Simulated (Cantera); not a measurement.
Charge: 1 mol C₃H₆, 0.16 mol CO₂, at 2327 °C and 133 Pa.

These are equilibrium values from Cantera (NASA tables, ideal gas, pure condensed phases), not measurements of a reactor. Candidate condensed phases: C, C₆H₆, C₇H₈, C₈H₁₈, H₂O; 110 gas species. Equilibrium is a limit: real reactors are often held back by kinetics, nucleation or transport.

Base state: H 0.599, H₂ 0.325, CO 0.0672, C₂H₂ (acetylene) 0.00527, C₃ 0.00166, C₂H 0.000855, C 0.000468, C₂ 0.000156 (mole fractions); condensed: C(graphite).

Task: What changes in the equilibrium state with this change: pressure from 133 Pa to 1000 Pa?

Result: 
```
species             before     after
----------------  --------  --------
H₂                   0.325     0.608
H                    0.599     0.299
CO                  0.0672    0.0819
C₂                0.000156   2.08e-5
C₃                 0.00166  0.000221
C                 0.000468   6.24e-5
C₂H               0.000855  0.000427
C₄H₂               3.54e-5   6.63e-5
C(graphite), mol      2.75      2.76
```

Task: What changes in the equilibrium state with this change: CO₂ from 0.16 to 0.068 mol?

Result: 
```tsv
species	before	after
H	0.599	0.617
H₂	0.325	0.344
CO	0.0672	0.0299
C₄H₂	3.54e-5	3.75e-5
C₂H₂ (acetylene)	0.00527	0.00559
C₂H	0.000855	0.000881
C(graphite), mol	2.75	2.85
```
